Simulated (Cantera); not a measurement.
Equilibrium for thermal oxidation and active oxidation of silicon: Si + H2O + H2

Feed: 1 mol Si, 0.0023 mol H2O, 870 mol H2, held at 0.133 bar.

Equilibrium computed with Cantera from the NASA thermochemical tables; the gas is ideal and each condensed phase is pure. Candidate condensed phases: H2O, Si, SiO2; 18 gas species. Gases not in the tables: Si2H6 and higher silanes. Kinetics and transport are ignored.

From 1748 K to 2048 K the condensed part is Si(l). At 2098 K nothing is condensed. The main Si-bearing gas is SiH2 at 1748 K and Si at 2098 K. The share of Si in condensed phases is highest at 1748 K (96.5 %) and lowest at 2098 K (0.0 %).

```
T (K)   x H2       x H      x Si     x SiH    x SiH2    x Si2  n Si(l)
-----  -----  --------  --------  --------  --------  -------  -------
1748   0.999  0.000626   1.09e-5   5.30e-6   2.05e-5  5.61e-8    0.965
1798   0.999  0.000964   2.31e-5   9.69e-6   2.95e-5  1.39e-7    0.943
1848   0.998   0.00145   4.71e-5   1.71e-5   4.15e-5  3.27e-7    0.905
1898   0.998   0.00214   9.21e-5   2.93e-5   5.74e-5  7.36e-7    0.840
1948   0.997   0.00309  0.000174   4.88e-5   7.81e-5  1.59e-6    0.731
1998   0.995   0.00438  0.000319   7.92e-5  0.000104  3.29e-6    0.551
2048   0.993   0.00611  0.000567  0.000125  0.000138  6.58e-6    0.258
2098   0.990   0.00839  0.000810  0.000160  0.000148  8.70e-6        0
```
x: gas mole fraction; n: condensed amount in mol.
